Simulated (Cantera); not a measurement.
Feed: 1 mol SiH₄, 0.31 mol N₂O, held at 0.360 bar.

These are equilibrium values from Cantera (NASA tables, ideal gas, pure condensed phases), not measurements of a reactor. Candidate condensed phases: H₂O, Si, SiO₂, Si₂N₂O, Si₃N₄; 35 gas species. Mutual solubility and eutectic melting of coexisting phases are not modelled. Gases not in the tables: Si₂H₆ and higher silanes. The numbers say what is thermodynamically allowed, not how fast it happens.

**Question.** Which condensed phases are stable at each of these points (T (K)): 925, 1025, 1125, 1225, 1325, 1425, 1525, 1625, 1725, 1825, 1925?

**Answer.** 
```
T (K)   condensed phases  Si condensed (%)
-----  -----------------  ----------------
925    Si(s) + Si₂N₂O(s)             100.0
1025   Si(s) + Si₂N₂O(s)             100.0
1125   Si(s) + Si₂N₂O(s)             100.0
1225   Si(s) + Si₂N₂O(s)             100.0
1325   Si(s) + Si₂N₂O(s)             100.0
1425   Si(s) + Si₂N₂O(s)             100.0
1525   Si(s) + Si₂N₂O(s)             100.0
1625   Si(s) + Si₂N₂O(s)             100.0
1725   Si(l) + Si₂N₂O(s)              99.7
1825   Si(l) + Si₂N₂O(s)              98.6
1925   Si(l) + Si₂N₂O(s)              93.4
```

From 925 K to 1625 K the condensed part is Si(s) + Si₂N₂O(s). From 1725 K to 1925 K the condensed part is Si(l) + Si₂N₂O(s).
